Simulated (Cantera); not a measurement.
Cantera with NASA thermochemical tables; ideal gases at 1 bar, condensed phases pure. Values are per mole of reaction as written; species without (g) are pure solids or liquids, kept so even where they would boil at 1 bar.

4 Nb2O5 + 5 N2(g) → 8 Nb + 10 NO2(g), with ΔH° = 7939.9 kJ and ΔS° = 1185.2 J/K at 300 K.

Q: How far is the shortcut ΔG° ≈ ΔH°(300 K) − T·ΔS°(300 K) from the full temperature-dependent value at 448, 523, 598, 673, 748, 823, 898, 973, 1048, 1123, 1198 K?

A: 
```
T (K)  shortcut (kJ)  full (kJ)  difference (kJ)  difference in log10 K
-----  -------------  ---------  ---------------  ---------------------
448           7409.0     7412.5             -3.5                   0.41
523           7320.1     7327.7             -7.7                   0.76
598           7231.2     7244.3            -13.1                   1.14
673           7142.3     7161.9            -19.6                   1.52
748           7053.4     7080.6            -27.2                   1.90
823           6964.5     7000.1            -35.6                   2.26
898           6875.6     6920.5            -44.8                   2.61
973           6786.8     6841.5            -54.8                   2.94
1048          6697.9     6763.2            -65.3                   3.26
1123          6609.0     6685.5            -76.5                   3.56
1198          6520.1     6608.4            -88.3                   3.85
```
The shortcut ignores the heat-capacity change of the reaction.
